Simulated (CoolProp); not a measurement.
Properties of n-butane along the isobar 1.84 MPa.

Values from CoolProp's reference Helmholtz-energy equation of state, Bücker 2006.

| T (°C) | phase | speed of sound (m/s) | conductivity (mW/(m K)) |
|---|---|---|---|
| -92.85 | liquid | 1560 | ___ |
| -82.95 | liquid | ___ | 155 |
| -73.05 | liquid | 1448 | 150 |
| -63.15 | liquid | ___ | 146 |
| -53.25 | liquid | ___ | 141 |
| -43.35 | liquid | ___ | 136 |
| -33.55 | liquid | 1231 | 132 |
| -23.65 | liquid | 1178 | ___ |
| -13.75 | liquid | 1125 | 123 |
| -3.85 | liquid | 1072 | 118 |
| 6.05 | liquid | 1019 | 114 |

Question: What belongs in the gaps?

Answer: 
- -92.85, conductivity (mW/(m K)): 159
- -82.95, speed of sound (m/s): 1504
- -63.15, speed of sound (m/s): 1393
- -53.25, speed of sound (m/s): 1339
- -43.35, speed of sound (m/s): 1284
- -23.65, conductivity (mW/(m K)): 127

Thermal conductivity comes from a separate model (Perkins 2002).
